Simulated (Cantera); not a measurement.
Cantera run, input and output.

```python
import numpy as np
import cantera as ct

gas = ct.Solution("h2o2.yaml")
gas.TPX = 1150, 1333, {'H2': 0.37, 'O2': 1}
inlet = ct.Reservoir(gas, clone=True)

reactor = ct.IdealGasConstPressureReactor(gas, energy="off", clone=False)
exhaust = ct.Reservoir(gas, clone=True)
tau = [3.2, 0.8, 0.2, 0.051, 0.013, 0.0032, 0.00082, 0.00021][0]
for a, b in ((inlet, reactor), (reactor, exhaust)):
    ct.MassFlowController(a, b, mdot=lambda t: reactor.mass / tau)
net = ct.ReactorNet([reactor])
show = ['H2', 'O2', 'H2O', 'H2O2', 'HO2', 'H']

rows = []
print(f"{'tau/s':>10s}{'T/K':>9s}" + "".join(f"{s:>11s}" for s in show))
for tau in [3.2, 0.8, 0.2, 0.051, 0.013, 0.0032, 0.00082, 0.00021]:
    net.initial_time = 0.0
    net.advance(30 * tau)
    before = gas.X
    net.advance(40 * tau)
    drift = np.max(np.abs(gas.X - before) / (gas.X + 1e-9))
    rows.append([gas.T, *gas[show].X, drift])
    print(f"{tau:10.3e}{gas.T:9.1f}" + "".join(f"{x:11.3e}" for x in gas[show].X))
```

It prints:

```
     tau/s      T/K         H2         O2        H2O       H2O2        HO2          H
 3.200e+00   1150.0  4.797e-04  6.863e-01  3.106e-01  3.990e-07  5.076e-06  1.895e-04
 8.000e-01   1150.0  1.164e-03  6.845e-01  3.086e-01  5.355e-07  7.953e-06  7.546e-04
 2.000e-01   1150.0  2.763e-03  6.803e-01  3.038e-01  6.418e-07  1.076e-05  2.957e-03
 5.100e-02   1150.0  6.280e-03  6.706e-01  2.914e-01  6.676e-07  1.263e-05  1.086e-02
 1.300e-02   1150.0  1.339e-02  6.503e-01  2.618e-01  5.919e-07  1.281e-05  3.441e-02
 3.200e-03   1150.0  2.663e-02  6.257e-01  2.130e-01  5.010e-07  1.138e-05  7.441e-02
 8.200e-04   1150.0  5.663e-02  6.261e-01  1.645e-01  5.265e-07  9.874e-06  9.209e-02
 2.100e-04   1150.0  1.413e-01  6.656e-01  9.280e-02  4.638e-07  7.543e-06  6.217e-02
```

Model: the H2/O2 subset of GRI-Mech 3.0, which has no nitrogen chemistry, integrated in Cantera. Radical loss at walls, strong at low pressure, is not modelled. The temperature is held fixed by assumption; the heat of reaction is taken as removed at once.
